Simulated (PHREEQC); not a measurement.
A solution holds 0.0017 mol/kgw Cu(BF4)2, 0.011 mol/kgw HCl and 0.0013 mol/kgw NaCl, at 25 °C. Closed to the air; pH follows from the charge balance.

Computed with PHREEQC (ion-association model, phreeqc.dat).

Each row changes one thing in this solution. This is a speciation only: nothing precipitates in the calculation.

```
case                                           pH  ionic strength (mol/kgw)
-------------------------------------------  ----  ------------------------
as made                                      2.04                    0.0166
temperature from 25 to 50 °C                 2.06                    0.0159
Cu(BF4)2 from 0.0017 to 0.00153 mol/kgw      2.04                    0.0161
HCl left out                                 3.02                   0.00734
NaCl replaced by CuCl2 at the same molality  2.04                    0.0191
Cu(BF4)2 from 0.0017 to 0.017 mol/kgw        2.06                    0.0619
Cu(BF4)2 left out                            2.00                    0.0123
0.0012 mol/kgw KOH added                     2.09                    0.0166
```

Species that the database lacks are ignored. At this temperature some constants are extrapolated from 25 °C, and those without enthalpy data are left unchanged. Real BF4- forms and hydrolyses slowly; the run takes it at equilibrium.
